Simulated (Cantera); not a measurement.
What does this Cantera script print?

```python
import numpy as np
import cantera as ct

gas = ct.Solution("gri30.yaml")
gas.TPX = 950, 13332, {'H2': 1.4, 'O2': 1, 'N2': 1.2}
reactor = ct.IdealGasConstPressureReactor(gas, energy="off", clone=False)
net = ct.ReactorNet([reactor])
net.rtol, net.atol = 1e-08, 1e-18
show = ['H2', 'O2', 'H', 'N2O', 'HO2']
times = np.geomspace(8e-06, 10, 10)

steps = ct.SolutionArray(gas, extra=["t"])
rows = []
print(f"{'t/s':>10s}{'T/K':>9s}{'P/Pa':>11s}" + "".join(f"{s:>11s}" for s in show))
for t in times:
    while net.time < t:
        t_next = net.step()
        steps.append(gas.state, t=t_next)
    rows.append([np.interp(t, steps.t, y) for y in (steps.T, steps.P, *steps(*show).X.T)])
    print(f"{t:10.3e}{rows[-1][0]:9.1f}{rows[-1][1]:11.4g}" + "".join(f"{x:11.3e}" for x in rows[-1][2:]))
rate = np.gradient(steps.T, steps.t)
print("integrator steps:", len(steps.t))
if steps.T.max() > steps.T[0] + 200:
    print(f"time of steepest temperature rise: {steps.t[rate.argmax()]:.4e} s")
gas.TPX = 950, 13332, {'H2': 1.4, 'O2': 1, 'N2': 1.2}
gas.equilibrate("TP")
print(f"equilibrium (TP): T = {gas.T:.1f} K  " + "  ".join(f"{s} {gas[s].X[0]:.3e}" for s in show))
```

Output:

```
       t/s      T/K       P/Pa         H2         O2          H        N2O        HO2
 8.000e-06    950.0  1.333e+04  3.889e-01  2.778e-01  1.958e-11  3.134e-21  2.022e-11
 3.806e-05    950.0  1.333e+04  3.889e-01  2.778e-01  1.169e-10  1.528e-19  1.038e-10
 1.811e-04    950.0  1.333e+04  3.889e-01  2.778e-01  3.516e-09  1.605e-17  1.200e-09
 8.618e-04    950.0  1.333e+04  3.830e-01  2.754e-01  2.947e-03  1.435e-11  3.134e-05
 4.100e-03    950.0  1.333e+04  9.296e-03  1.075e-01  8.505e-05  4.534e-09  4.478e-05
 1.951e-02    950.0  1.333e+04  4.773e-03  1.056e-01  3.219e-06  5.203e-09  3.224e-05
 9.283e-02    950.0  1.333e+04  3.111e-03  1.048e-01  8.199e-07  5.565e-09  2.404e-05
 4.417e-01    950.0  1.333e+04  9.771e-04  1.039e-01  1.479e-07  6.212e-09  1.195e-05
 2.102e+00    950.0  1.333e+04  1.280e-04  1.035e-01  5.389e-09  6.621e-09  2.348e-06
 1.000e+01    950.0  1.333e+04  1.589e-05  1.035e-01  1.561e-10  6.694e-09  3.401e-07
integrator steps: 1963
equilibrium (TP): T = 950.0 K  H2 7.539e-11  O2 1.034e-01  H 1.332e-14  N2O 2.059e-10  HO2 3.133e-10
```

Model: GRI-Mech 3.0 (53 species, 325 reactions), integrated in Cantera. Radical loss at walls, strong at low pressure, is not modelled. The temperature is held fixed by assumption; the heat of reaction is taken as removed at once.
